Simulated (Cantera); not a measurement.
Input (Python, Cantera):

```python
import numpy as np
import cantera as ct

gas = ct.Solution("gri30.yaml")
gas.TPX = 1325, 7100, {'N2O': 1}
inlet = ct.Reservoir(gas, clone=True)

reactor = ct.IdealGasConstPressureReactor(gas, energy="off", clone=False)
exhaust = ct.Reservoir(gas, clone=True)
tau = [2.5, 0.8, 0.26, 0.082, 0.026, 0.0084, 0.0027, 0.00087, 0.00028][0]
for a, b in ((inlet, reactor), (reactor, exhaust)):
    ct.MassFlowController(a, b, mdot=lambda t: reactor.mass / tau)
net = ct.ReactorNet([reactor])
show = ['N2O', 'NO', 'N2', 'NO2', 'O', 'O2']

rows = []
print(f"{'tau/s':>10s}{'T/K':>9s}" + "".join(f"{s:>11s}" for s in show))
for tau in [2.5, 0.8, 0.26, 0.082, 0.026, 0.0084, 0.0027, 0.00087, 0.00028]:
    net.initial_time = 0.0
    net.advance(30 * tau)
    before = gas.X
    net.advance(40 * tau)
    drift = np.max(np.abs(gas.X - before) / (gas.X + 1e-9))
    rows.append([gas.T, *gas[show].X, drift])
    print(f"{tau:10.3e}{gas.T:9.1f}" + "".join(f"{x:11.3e}" for x in gas[show].X))
```

Result:

```
     tau/s      T/K        N2O         NO         N2        NO2          O         O2
 2.500e+00   1325.0  4.210e-01  6.099e-02  3.555e-01  4.326e-05  1.021e-05  1.625e-01
 8.000e-01   1325.0  6.924e-01  3.271e-02  1.887e-01  2.115e-05  1.040e-05  8.615e-02
 2.600e-01   1325.0  8.735e-01  1.349e-02  7.758e-02  7.700e-06  1.047e-05  3.541e-02
 8.200e-02   1325.0  9.563e-01  4.666e-03  2.680e-02  2.083e-06  1.048e-05  1.223e-02
 2.600e-02   1325.0  9.857e-01  1.524e-03  8.757e-03  4.130e-07  1.047e-05  3.992e-03
 8.400e-03   1325.0  9.953e-01  4.951e-04  2.851e-03  6.085e-08  1.043e-05  1.297e-03
 2.700e-03   1325.0  9.985e-01  1.574e-04  9.136e-04  7.077e-09  1.028e-05  4.123e-04
 8.700e-04   1325.0  9.995e-01  4.869e-05  2.892e-04  7.111e-10  9.859e-06  1.275e-04
 2.800e-04   1325.0  9.999e-01  1.389e-05  8.843e-05  5.884e-11  8.737e-06  3.637e-05
```

Model: GRI-Mech 3.0 (53 species, 325 reactions), integrated in Cantera. GRI-Mech 3.0 was tuned for natural gas; its chemistry of N2O as a main component is partial and can be far from experiment. The mechanism lacks the step 2 NO + O2 → 2 NO2, which can matter for NO2 below about 1400 K. The temperature is held fixed by assumption; the heat of reaction is taken as removed at once.
